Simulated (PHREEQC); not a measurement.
A column of 0.2 m (40 cells, dispersivity 0.007 m, 3600 s a shift, diffusion coefficient 3e-10 m²/s) holds 0.026 eq of the database's cation exchanger X per kg of pore water, first in equilibrium with 12 mmol/kgw MgCl2, 0.97 mmol/kgw Na2SO4 and 0.01 mmol/kgw HCl. It is flushed with 0.0073 mol/kgw ZnCl2, 0.0081 mol/kgw LiCl, 0.0082 mol/kgw KBr and 1e-05 mol/kgw HCl, at 25 °C. Values are for the last cell. The system is closed to CO2. Nothing may precipitate in this run.

The series has 33 steps of pore volumes, from 0 to 4.013.

The numbers come from PHREEQC with the ion-association model, phreeqc.dat.

After how many pore volumes does K at the outlet first reach half of its feed value?

By 1.6 pore volumes.

After how many pore volumes does Br at the outlet first reach half of its feed value?

By 1.0 pore volumes.

After how many pore volumes does Li at the outlet first reach half of its feed value?

By 1.1 pore volumes.

Complexes and solids missing from the database can't appear.
